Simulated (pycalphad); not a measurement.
Source of the numbers: pycalphad with the COST 507 light-alloy database (1999); pressure 1 atm. No gas phase is included, though pure Mg would boil below 1650 K. The data set is of 1999 and partly superseded. Kinetics are ignored, which matters at the lower temperatures.

Molar enthalpy of Al-12.82Si-0.42Mg (at.%) in equilibrium (SER reference):

| T (K) | H (kJ/mol) | phases |
|---|---|---|
| 1650 | 54.41 | liquid |
| 1570 | 51.92 | liquid |
| 1490 | 49.42 | liquid |
| 1410 | 46.92 | liquid |
| 1330 | 44.43 | liquid |
| 1250 | 41.93 | liquid |
| 1170 | 39.44 | liquid |
| 1090 | 36.95 | liquid |
| 1010 | 34.47 | liquid |
| 930 | 31.98 | liquid |
| 890 | 30.75 | liquid |
| 850 | 29.27 | liquid + diamond (Si) |
| 810 | 14.35 | fcc + diamond (Si) |
| 770 | 12.99 | fcc + diamond (Si) + MG2SI |
| 690 | 10.39 | fcc + diamond (Si) + MG2SI |
| 610 | 8.01 | fcc + diamond (Si) + MG2SI |
| 530 | 5.78 | fcc + diamond (Si) + MG2SI |
| 450 | 3.65 | fcc + diamond (Si) + MG2SI |
| 370 | 1.61 | fcc + diamond (Si) + MG2SI |

Cooling from 890 K to 810 K, across the freezing range, releases 16.4 kJ/mol, or 605 J/g. The slope is 31 J/(mol K) in the liquid and 34 J/(mol K) just below the solidus, where it includes any heat of precipitation. Liquidus 860 K, solidus 837 K. Changes were sought between steps of 40 K, so a narrower field can be missed.

Database names, with the compositions (at.%) that they take in these runs: MG2SI: Mg 67 Si 33.
